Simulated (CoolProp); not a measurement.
The fluid at 365.11 K and 0.228 MPa expands adiabatically to 0.0188 MPa with isentropic efficiency 0.8. The same conditions are run with several fluids, on thermodynamics alone (safety and materials aside).

Model: reference Helmholtz-energy equation of state of each fluid (the fluoroketone C6F12O (FK-5-1-12): McLinden 2015; nitrous oxide: Lemmon 2006; vinyl chloride: Thol 2022; R123: Younglove 1994; C2F6 (R116): Lemmon 2006), in CoolProp.

```json
[
 {"fluid": "the fluoroketone C6F12O (FK-5-1-12)", "work (kJ/kg)": "___", "final temperature (K)": "342.3", "final density (kg/m³)": "2.11"},
 {"fluid": "nitrous oxide", "work (kJ/kg)": "___", "final temperature (K)": "243.2", "final density (kg/m³)": "0.410"},
 {"fluid": "vinyl chloride", "work (kJ/kg)": "___", "final temperature (K)": "___", "final density (kg/m³)": "___"},
 {"fluid": "R123", "work (kJ/kg)": "35.1", "final temperature (K)": "___", "final density (kg/m³)": "1.12"},
 {"fluid": "C2F6 (R116)", "work (kJ/kg)": "39.9", "final temperature (K)": "316.2", "final density (kg/m³)": "0.988"}
]
```

Complete the blanks.


- the fluoroketone C6F12O (FK-5-1-12), work (kJ/kg): 17.7
- nitrous oxide, work (kJ/kg): 106
- vinyl chloride, work (kJ/kg): 80.0
- vinyl chloride, final temperature (K): 272.8
- vinyl chloride, final density (kg/m³): 0.520
- R123, final temperature (K): 312.0
